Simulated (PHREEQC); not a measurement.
Consider water at 75 °C with 0.02 mol ZnSO4 and 0.0031 mol FeSO4 per kg of water. Closed to the air; pH follows from the charge balance.

Equilibrium calculation in PHREEQC: ion-association model, phreeqc.dat.

This is a speciation only: nothing precipitates in the calculation.

Question: Order these Zn species by the share of Zn that they hold, largest first: ZnSO4, Zn(SO4)2-2, ZnOH+, Zn+2.

Answer: Zn+2 (56 %), ZnSO4 (40 %), Zn(SO4)2-2 (3.0 %), ZnOH+ (0.12 %)

The pH is 5.15 and the ionic strength 0.0518 mol/kgw. Complexes and solids missing from the database can't appear. Constants without temperature data keep their 25 °C values here.
